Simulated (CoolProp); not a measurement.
c-C4F8 (RC318) along the isobar 550 kPa: fugacity coefficient from the reference equation and from simpler models built on Tc = 115.2 °C, pc = 2778 kPa, ω = 0.355; each cubic takes its own stable root.

Values from CoolProp's reference Helmholtz-energy equation of state, Platzer 1990. This equation is an older, rougher fit; its heat capacities, sound speeds and derivatives of the liquid may be far off and weren't checked against measurements.

```tsv
T (°C)	phase	reference
-24.85	liquid	0.07898
-10.25	liquid	0.1521
4.25	liquid	0.2666
18.75	liquid	0.4334
33.25	liquid	0.6606
47.85	gas	0.8754
62.35	gas	0.8930
76.85	gas	0.9074
91.45	gas	0.9195
105.95	gas	0.9296
120.45	gas	0.9382
134.95	gas	0.9456
149.55	gas	0.9520
```

### Question
How far does each simpler model (van der Waals, Redlich-Kwong, Soave-Redlich-Kwong, Peng-Robinson) lie from the reference over these 13 states: mean and median of the absolute difference, and the worst?

### Answer
- van der Waals: mean 107.5 %, median 2.7 %, worst +625.1 % at -24.85 °C and 550 kPa
- Redlich-Kwong: mean 32.9 %, median 0.7 %, worst +143.1 % at -24.85 °C and 550 kPa
- Soave-Redlich-Kwong: mean 0.2 %, median 0.2 %, worst +0.4 % at 33.25 °C and 550 kPa
- Peng-Robinson: mean 0.9 %, median 1.0 %, worst -1.4 % at 33.25 °C and 550 kPa

At some of these states van der Waals, Redlich-Kwong gives the other phase, because its saturation line lies elsewhere.
